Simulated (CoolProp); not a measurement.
Properties of acetone along the isotherm 276.85 °C.

The numbers come from the reference Helmholtz-energy equation of state, Lemmon 2006 in CoolProp. It is a short technical equation, of lower accuracy than the large ones.

| p (MPa) | phase | density (kg/m³) | isothermal compressibility (1/MPa) |
|---|---|---|---|
| 0.148 | gas | 1.898 | 6.822 |
| 0.218 | gas | 2.808 | 4.652 |
| 0.32 | gas | 4.149 | 3.191 |
| 0.469 | gas | 6.142 | (withheld) |
| 0.689 | gas | 9.159 | 1.520 |
| 1.01 | gas | 13.73 | 1.061 |
| 1.48 | gas | (withheld) | 0.7513 |
| 2.18 | gas | 32.43 | 0.5419 |
| 3.2 | gas | 52.18 | 0.4103 |
| 4.69 | gas | 90.54 | 0.3456 |
| 6.89 | supercritical | (withheld) | 0.3957 |
| 10.1 | supercritical | 389.5 | 0.06769 |
| 14.8 | supercritical | (withheld) | (withheld) |
| 21.8 | supercritical | 513.1 | 0.01061 |
| 32 | supercritical | 556.4 | 0.006095 |
| 46.9 | supercritical | 597.1 | 0.003772 |

Question: What belongs in the gaps?

Answer: 
- 0.469, isothermal compressibility (1/MPa): 2.199
- 1.48, density (kg/m³): 20.83
- 6.89, density (kg/m³): 199.4
- 14.8, density (kg/m³): 462.5
- 14.8, isothermal compressibility (1/MPa): 0.02163
